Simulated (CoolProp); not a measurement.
Model: reference Helmholtz-energy equation of state, Thol 2015, in CoolProp.

Problem. For octamethylcyclotetrasiloxane (D4), give the phase and the speed of sound (m/s), Joule-Thomson coefficient (K/MPa), fugacity coefficient at 490.9 K and 10.6 bar.

Solution. 
- 490.9 K and 10.6 bar: liquid; speed of sound 368, Joule-Thomson coefficient 0.0678, fugacity coefficient 0.234
